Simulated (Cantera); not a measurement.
A closed system holds: 1 mol HBr, 4 mol O₂, equilibrated at 2175 K and 0.133 bar.

These are equilibrium values from Cantera (NASA tables, ideal gas, pure condensed phases), not measurements of a reactor. The numbers say what is thermodynamically allowed, not how fast it happens.

```
species    before     after
-------  --------  --------
Br          0.177     0.429
O₂          0.711     0.283
H₂O        0.0838     0.209
HBr        0.0125    0.0605
OH        0.00924    0.0116
Br₂      0.000315   0.00185
H₂       0.000265   0.00105
H        0.000218  0.000433
O         0.00532   0.00335
```
Gas species are given as mole fractions.

Task: Which change was made?
(A) pressure from 0.133 bar to 5.10 bar
(B) temperature from 2175 K to 3075 K
(C) O₂ from 4 to 0.039 mol
(D) O₂ from 4 to 0.8 mol

Result: D, O₂ from 4 to 0.8 mol
